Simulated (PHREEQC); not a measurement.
Synthetic water in mg/L, 25 °C, pH 7.02, pe -2: Na 85.7; K 7.59; Ca 132; Mg 6.13; Cl 111; S(6) as SO4 206; Alkalinity as HCO3 203; B 0.0306; Si as SiO2 0.317; Fe(2) 0.0779; N(-3) as NH4 2.68.

Na is adjusted to close the charge balance.
Valence states are taken as typed.

The numbers come from PHREEQC with the ion-association model, phreeqc.dat.

Precipitation was switched off in this run.

**Question.** Estimate the ionic strength, specific conductance.

**Answer.** ionic strength 0.0147 mol/kgw; specific conductance 1070 µS/cm.

**Question.** In which forms is Mg present?

**Answer.** Mg+2 84 %, MgSO4 13 %, MgHCO3+ 2.0 % of the Mg.

Complexes and solids missing from the database can't appear.
